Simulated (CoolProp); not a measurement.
A single-stage vapour-compression cycle with carbonyl sulfide: evaporating at 236.15 K (dew point), condensing at 268.15 K (bubble point), superheat 8 K, subcooling 8 K, compressor efficiency 0.8, no pressure losses. Each further row changes one setting.

Values from CoolProp's reference Helmholtz-energy equation of state, Lemmon 2006. It is a short technical equation, of lower accuracy than the large ones.

```csv
case,cooling COP,pressure ratio,discharge temperature (K),refrigerating effect (kJ/kg),volumetric capacity (kJ/m³)
as stated,?,3.11,324.5,276,1520
evaporating temperature 241.15 K,6.57,2.55,315.5,278,1850
condensing temperature 263.15 K,6.43,2.66,312.6,282,1560
subcooling 13 K,?,3.11,324.5,282,1560
superheat 18 K,5.23,3.11,?,283,1490
compressor efficiency 0.7,4.66,3.11,334.3,276,1520
```

Task: Fill in the missing entries.

Result: 
- as stated, cooling COP: 5.33
- subcooling 13 K, cooling COP: 5.45
- superheat 18 K, discharge temperature (K): 336.6
